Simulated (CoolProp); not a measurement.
R1224YDZ along the isobar 17100 kPa: density (kg/m³) from the reference equation and from simpler models built on Tc = 428.7 K, pc = 3334 kPa, ω = 0.325; each cubic takes its own stable root.

Computed with CoolProp (reference Helmholtz-energy equation of state, Akasaka 2023).

```csv
T (K),phase,reference,van der Waals,Soave-Redlich-Kwong
311.2,liquid,1382,879.4,1262
327.4,liquid,1345,865.3,1230
343.6,liquid,1306,850.9,1196
359.8,liquid,1267,836.2,1160
376,liquid,1226,821.3,1122
392.2,liquid,1184,806.1,1083
408.4,liquid,1141,790.6,1041
424.6,liquid,1096,774.9,998.1
440.8,supercritical,1050,758.9,953.5
457,supercritical,1003,742.7,907.7
473.1,supercritical,956.2,726.4,861.7
```
